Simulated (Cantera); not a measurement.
Gas mixture: 28.5 % H2O, 37.2 % O2, 34.3 % N2O, at 100.0 Torr, frozen composition.

Cantera's kinetic-theory transport with the Lennard-Jones parameters of GRI-Mech 3.0, ideal gas; thermal conductivity in the mixture-averaged form. Polar gases are described roughly by these parameters. The composition is frozen, though it would react at the higher temperatures.

One state of this run: ρ (kg/m³) = 0.0573; cp (J/kg/K) = 1328; μ (µPa s) = 39.1; λ (mW/m/K) = 73.7; Pr = 0.705; D (cm²/s) H2 = 37.8; D (cm²/s) C2H2 = 8.31; D (cm²/s) CH4 = 11.0. D: mixture-averaged diffusion coefficient of that species in the mixture.

Q: Which value of T (K) does it belong to?
A) 700
B) 600
C) 1000
D) 900

A: D, 900
